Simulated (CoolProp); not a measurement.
A single-stage vapour-compression cycle with chloromethane (R40): evaporating at 273.15 K (dew point), condensing at 304.15 K (bubble point), superheat 0 K, subcooling 0 K, compressor efficiency 0.6, no pressure losses. Each further row changes one setting.

Computed with CoolProp (reference Helmholtz-energy equation of state, Thol 2014).

```
case                              cooling COP  pressure ratio  discharge temperature (K)  refrigerating effect (kJ/kg)  volumetric capacity (kJ/m³)
--------------------------------  -----------  --------------  -------------------------  ----------------------------  ---------------------------
as stated                                4.71            2.64                      364.0                           353                         2170
evaporating temperature 278.15 K         5.82            2.22                      352.6                           355                         2580
condensing temperature 299.15 K          5.72            2.29                      350.2                           361                         2230
subcooling 5 K                           4.82            2.64                      364.0                           361                         2230
superheat 10 K                           4.63            2.64                      376.7                           362                         2130
compressor efficiency 0.5                3.93            2.64                      379.0                           353                         2170
```
